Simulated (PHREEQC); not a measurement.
**Buffer: an equilibrium model**

Consider water at 12 °C with 39 mmol/kgw NaHCO3, 5.2 mmol/kgw NaOH and 0.031 mmol/kgw KCl. Closed to the air; pH follows from the charge balance.

Computed with PHREEQC (ion-association model, phreeqc.dat).

This is a speciation only: nothing precipitates in the calculation.

**Question.** Predict the pH.

**Answer.** pH 9.35.

**Question.** In which forms is Na present?

**Answer.** Na+ 97 %, NaCO3- 1.9 %, NaHCO3 1.3 % of the Na.

Species that the database lacks are ignored. At this temperature some constants are extrapolated from 25 °C, and those without enthalpy data are left unchanged.
